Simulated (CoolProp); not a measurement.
The fluid at 298.39 K and 0.0129 MPa expands adiabatically to 0.00106 MPa with isentropic efficiency 1. The same conditions are run with several fluids, on thermodynamics alone (safety and materials aside).

Computed with CoolProp (reference Helmholtz-energy equation of state of each fluid (methanol: de Reuck 1993; C2F6 (R116): Lemmon 2006; R404A: Lemmon 2003; R134a: Tillner-Roth 1994)). Blends and air are pseudo-pure fits.

| fluid | work (kJ/kg) | final temperature (K) | final phase | final density (kg/m³) |
|---|---|---|---|---|
| methanol | ___ | ___ | two-phase, vapour fraction 0.910 | 0.0178 |
| C2F6 (R116) | 40.6 | 242.3 | gas | 0.0726 |
| R404A | 55.8 | 228.0 | gas | 0.0546 |
| R134a | 53.5 | 228.7 | gas | ___ |

Task: Complete the blanks.

Result: 
- methanol, work (kJ/kg): 167
- methanol, final temperature (K): 253.6
- R134a, final density (kg/m³): 0.0569
